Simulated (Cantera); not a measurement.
Stirred combustor or abatement burner

A perfectly stirred reactor is fed with 4.07 % CH₄, 0.773 % CO, 7.73 % O₂, 85.1 % N₂, 2.36 % H₂O, equivalence ratio 1.1, at 5.00 bar; it is adiabatic with a 823 K inlet, and is followed from long to short residence time, starting on the burning branch (τ in s: 0.42, 0.17, 0.071, 0.029, 0.012, 0.0048, 0.002, 0.00081, 0.00033, 0.00014, 5.5e-05).

Model: GRI-Mech 3.0 (53 species, 325 reactions), integrated in Cantera.

```json
[
 {"τ (s)": "0.42", "T (K)": "1673", "x CH₄": "0.000478", "x CO": "0.00825", "x O₂": "0.000353", "x CO₂": "0.0393", "x NO": "3.00e-6", "x CH₂CO": "1.78e-6"},
 {"τ (s)": "0.17", "T (K)": "1670", "x CH₄": "0.000523", "x CO": "0.00847", "x O₂": "0.000604", "x CO₂": "0.0390", "x NO": "3.45e-6", "x CH₂CO": "3.38e-6"},
 {"τ (s)": "0.071", "T (K)": "1665", "x CH₄": "0.000560", "x CO": "0.00892", "x O₂": "0.000976", "x CO₂": "0.0384", "x NO": "4.07e-6", "x CH₂CO": "5.40e-6"},
 {"τ (s)": "0.029", "T (K)": "1656", "x CH₄": "0.000621", "x CO": "0.00972", "x O₂": "0.00159", "x CO₂": "0.0375", "x NO": "4.70e-6", "x CH₂CO": "7.75e-6"},
 {"τ (s)": "0.012", "T (K)": "1642", "x CH₄": "0.000750", "x CO": "0.0111", "x O₂": "0.00263", "x CO₂": "0.0359", "x NO": "4.79e-6", "x CH₂CO": "1.06e-5"},
 {"τ (s)": "0.0048", "T (K)": "1610", "x CH₄": "0.00110", "x CO": "0.0138", "x O₂": "0.00495", "x CO₂": "0.0326", "x NO": "3.18e-6", "x CH₂CO": "1.74e-5"},
 {"τ (s)": "0.0020", "T (K)": "823", "x CH₄": "0.0407", "x CO": "0.00773", "x O₂": "0.0773", "x CO₂": "5.13e-11", "x NO": "<1e-12", "x CH₂CO": "<1e-12"},
 {"τ (s)": "0.00081", "T (K)": "823", "x CH₄": "0.0407", "x CO": "0.00773", "x O₂": "0.0773", "x CO₂": "1.96e-11", "x NO": "<1e-12", "x CH₂CO": "<1e-12"},
 {"τ (s)": "0.00033", "T (K)": "823", "x CH₄": "0.0407", "x CO": "0.00773", "x O₂": "0.0773", "x CO₂": "7.81e-12", "x NO": "<1e-12", "x CH₂CO": "<1e-12"},
 {"τ (s)": "0.00014", "T (K)": "823", "x CH₄": "0.0407", "x CO": "0.00773", "x O₂": "0.0773", "x CO₂": "3.28e-12", "x NO": "<1e-12", "x CH₂CO": "<1e-12"},
 {"τ (s)": "5.5e-5", "T (K)": "823", "x CH₄": "0.0407", "x CO": "0.00773", "x O₂": "0.0773", "x CO₂": "1.28e-12", "x NO": "<1e-12", "x CH₂CO": "<1e-12"}
]
```
x: mole fraction; the columns are a selection and need not sum to one.
